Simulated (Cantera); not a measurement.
Si + HCl + H2 (silicon etching in halogen gases)

Feed: 1 mol Si, 8.6 mol HCl, 62 mol H2, equilibrated at 0.000110 bar.

These are equilibrium values from Cantera (NASA tables, ideal gas, pure condensed phases), not measurements of a reactor. Candidate condensed phases: Si; 19 gas species. The tables' values for SiCl3 are old estimates; treat these amounts as uncertain. Kinetics and transport are ignored.

```csv
T (K),x H2,x HCl,x SiCl4,x SiCl2
475,0.920,0.0661,0.0144,<1e-12
575,0.920,0.0661,0.0144,<1e-12
675,0.920,0.0661,0.0143,2.59e-10
775,0.919,0.0662,0.0142,2.73e-7
875,0.919,0.0667,0.0138,5.46e-5
975,0.913,0.0723,0.0103,0.00237
1075,0.898,0.0878,0.00223,0.0105
1175,0.893,0.0926,0.000189,0.0134
```
x: gas mole fraction; nothing condenses.

From 475 K to 1175 K nothing is condensed. The main Si-bearing gas is SiCl4 at 475 K and SiCl2 at 1175 K.
